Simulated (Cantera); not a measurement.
What does this Cantera script print?

```python
import numpy as np
import cantera as ct

gas_names = """
    H HNO HNO2 HNO3 HO2 H2 H2O H2O2 N NH NH2 NH3 NH2OH NO NO2 NO3 N2 N2H2 N2H4 N2O O OH O2 O3 Pb PbO Pb2
""".split()
cond_names = """
    H2O(s) H2O(L) Pb(cr) Pb(L) PbO(rd) PbO(yw) PbO(L) PbO2(s) Pb3O4(s)
""".split()


# ... load() reads the species with a 1 bar reference pressure and builds the phases ...
atoms = {
    'Pb': {'Pb': 1},
    'H2O': {'H': 2, 'O': 1},
    'N2': {'N': 2},
}
top_T = {'Pb3O4(s)': 820}  # K; cautious upper limits of use, not melting points


# ... equilibrate(T, P, feed) seeds the gas with the atoms and calls Mixture.equilibrate('TP', solver="vcs", rtol=1e-11, max_steps=5000) ...
results = []
feed = {'Pb': 1, 'H2O': 0.18, 'N2': 1.1}  # mol
P = 101325  # Pa
for T in [948, 998, 1048, 1098, 1148, 1198, 1248, 1298, 1348, 1398, 1448, 1498]:
    mix = equilibrate(T, P, feed)
    results.append((T, P, feed, dict(zip(mix.species_names, mix.species_moles))))

top = {s: max(r[3][s] / sum(r[3][g] for g in gas_names) for r in results) for s in gas_names}
cols = sorted((s for s in top if top[s] > 1e-06), key=lambda s: -top[s])[:6]
seen = [c for c in cond_names if any(r[3].get(c, 0) > 1e-12 for r in results)]
print("log10 of partial pressures in bar; condensed amounts in mol")
print(f"{'T/K':>10s}" + "".join(f"{s[:9]:>10s}" for s in cols + seen))
for T, P, feed, n in results:
    ng = sum(n[g] for g in gas_names)
    print(f"{T:10.4g}" + "".join(f"{np.log10(max(n[s] / ng * P / 1e5, 1e-99)):10.3f}" for s in cols)
          + "".join(f"{n.get(c, 0):10.4g}" for c in seen))
```

Output:

```
log10 of partial pressures in bar; condensed amounts in mol
       T/K        N2       H2O        Pb        H2       PbO       Pb2     Pb(L)   PbO(yw)
       948    -0.060    -0.846    -5.320    -4.763    -7.310   -11.178         1 2.175e-05
       998    -0.060    -0.846    -4.810    -4.681    -6.545   -10.325         1 2.595e-05
      1048    -0.060    -0.846    -4.350    -4.605    -5.856    -9.555    0.9999 2.958e-05
      1098    -0.060    -0.846    -3.933    -4.535    -5.232    -8.857    0.9998 2.949e-05
      1148    -0.060    -0.846    -3.553    -4.468    -4.664    -8.223    0.9996 1.563e-05
      1198    -0.060    -0.847    -3.205    -4.276    -4.276    -7.643    0.9991         0
      1248    -0.061    -0.847    -2.886    -4.009    -4.009    -7.111    0.9982         0
      1298    -0.061    -0.848    -2.592    -3.763    -3.764    -6.621    0.9965         0
      1348    -0.062    -0.849    -2.321    -3.536    -3.537    -6.169    0.9936         0
      1398    -0.064    -0.852    -2.069    -3.326    -3.326    -5.751    0.9885         0
      1448    -0.067    -0.855    -1.836    -3.131    -3.132    -5.363    0.9803         0
      1498    -0.071    -0.861    -1.618    -2.951    -2.951    -5.002    0.9673         0
```

These are equilibrium values from Cantera (NASA tables, ideal gas, pure condensed phases), not measurements of a reactor. Mutual solubility and eutectic melting of coexisting phases are not modelled. Gases not in the tables: (PbO)n polymers.
